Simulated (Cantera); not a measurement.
Feed: 1 mol PbF2, 20 mol N2, equilibrated at 810 Pa.

Cantera equilibrium calculation (NASA polynomials, part measured and part estimated; ideal gas, pure solids and liquids). Candidate condensed phases: Pb, PbF2; 12 gas species. Rates play no part.

x: gas mole fraction; n: condensed amount in mol.

```
T (°C)   x N2   x PbF2   x PbF4     x Pb     x PbF     x F  n Pb(l)
------  -----  -------  -------  -------  --------  ------  -------
727     0.970  0.00758   0.0204  0.00200  0.000202  <1e-12    0.378
802     0.957   0.0179   0.0147  0.00938  0.000928       ?    0.103
877     0.952   0.0224   0.0123   0.0115   0.00152       ?        0
952     0.952   0.0243   0.0112   0.0102   0.00191       ?        0
1027    0.952   0.0258   0.0103  0.00915   0.00231       ?        0
1102    0.952   0.0271  0.00956  0.00820   0.00272       ?        0
1177    0.952   0.0282  0.00894  0.00738   0.00312       ?        0
1252    0.952   0.0290  0.00843  0.00667   0.00351       ?        0
1327    0.952   0.0297  0.00799  0.00605   0.00389       ?        0
1402    0.952   0.0302  0.00763  0.00552   0.00425       ?        0
1477    0.952   0.0306  0.00730  0.00507   0.00461       ?        0
1552    0.952   0.0310  0.00696  0.00472   0.00496       ?        0
1627    0.951   0.0312  0.00651  0.00451   0.00536       ?        0
1702    0.949   0.0312  0.00574  0.00458   0.00591       ?        0
```

Some entries are withheld; supply them.


- 802, x F: 2.79e-12
- 877, x F: 5.14e-11
- 952, x F: 7.26e-10
- 1027, x F: 7.57e-9
- 1102, x F: 6.12e-8
- 1177, x F: 4.00e-7
- 1252, x F: 2.17e-6
- 1327, x F: 1.01e-5
- 1402, x F: 4.09e-5
- 1477, x F: 0.000147
- 1552, x F: 0.000474
- 1627, x F: 0.00138
- 1702, x F: 0.00359
